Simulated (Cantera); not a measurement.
A closed system holds: 1 mol Si2Cl6, 0.91 mol NH3, 0.28 mol H2, equilibrated at 2075 K and 0.00440 bar.

These are equilibrium values from Cantera (NASA tables, ideal gas, pure condensed phases), not measurements of a reactor. Candidate condensed phases: NH4Cl, Si, Si3N4; 28 gas species. The feed counts by its element totals alone. The tables' values for SiCl, SiCl3, SiN are old estimates; treat these amounts as uncertain. The numbers say what is thermodynamically allowed, not how fast it happens.

Base state: SiCl2 0.368, HCl 0.360, H2 0.127, N2 0.0869, Cl 0.0300, H 0.0143, SiCl 0.00533, SiCl3 0.00441 (mole fractions); condensed: gas only.

### Question
What changes in the equilibrium state with this change: Si2Cl6 replaced by SiHCl3?

### Answer
| species | before | after |
|---|---|---|
| H2 | 0.127 | 0.365 |
| HCl | 0.360 | 0.256 |
| SiCl2 | 0.368 | 0.214 |
| Si | 0.00378 | 0.0126 |
| Cl | 0.0300 | 0.0125 |
| H | 0.0143 | 0.0243 |
| N2 | 0.0869 | 0.107 |
| Si2N | 3.24e-6 | 3.98e-5 |
| Si2 | 7.61e-6 | 8.41e-5 |
| SiCl4 | 5.43e-5 | 5.51e-6 |
Gases not in the tables: Si2H6 and higher silanes.

### Question
What changes in the equilibrium state with this change: pressure from 0.00440 bar to 0.000150 bar?

### Answer
```
species   before    after
-------  -------  -------
HCl        0.360    0.299
SiCl2      0.368    0.234
Cl        0.0300    0.168
Si       0.00378   0.0656
H         0.0143   0.0619
SiCl     0.00533   0.0177
H2         0.127   0.0811
N2        0.0869   0.0723
SiCl4    5.43e-5  1.26e-6
Si2      7.61e-6  7.82e-5
```
